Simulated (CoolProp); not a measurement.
Vapour-liquid equilibrium of acetone (1) + benzene (2) at 360.3 K; x and y are mole fractions of (1).

Computed with CoolProp (multi-fluid Helmholtz-energy mixture model, Lemmon 2006 and Thol 2012; pair parameters Bell 2016).

```
x     bubble pressure, mixture model (kPa)  bubble pressure, Raoult's law (kPa)  y, mixture model  y, Raoult's law
----  ------------------------------------  -----------------------------------  ----------------  ---------------
0.05                                 136.7                                132.3             0.124            0.100
0.2                                  165.5                                153.1             0.375            0.345
0.35                                 188.9                                173.9             0.538            0.531
0.5                                  209.0                                194.7             0.663            0.678
0.65                                 226.9                                215.5             0.770            0.796
0.8                                  243.5                                236.3             0.869            0.894
0.95                                 259.1                                257.1             0.967            0.976
```

The largest gap from Raoult's law is +8.6 % in bubble pressure, at x = 0.35. No azeotrope shows between x = 0.05 and 0.95.

Pair parameters are fitted to limited data, so mixtures are less certain than the pure fluids.
